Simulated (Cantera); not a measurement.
# SiCl4 + H2 + Cl2 (chlorosilane synthesis and conversion)

Feed: 1 mol SiCl4, 0.36 mol H2, 1.6 mol Cl2, equilibrated at 700 K and 0.100 bar.

Method: chemical equilibrium by Gibbs-energy minimisation in Cantera with the NASA 1993 tables (ideal gas, pure condensed phases). Candidate condensed phases: Si; 19 gas species. Kinetics and transport are ignored.

| Property | Value |
|---|---|
| x(Cl2) | 0.419 |
| x(SiCl4) | 0.338 |
| x(HCl) | 0.243 |
| x(Cl) | 1.35e-6 |
| gas amount | 2.960 mol |
| log10 activity of Si(s) (absent) | -41.23 |
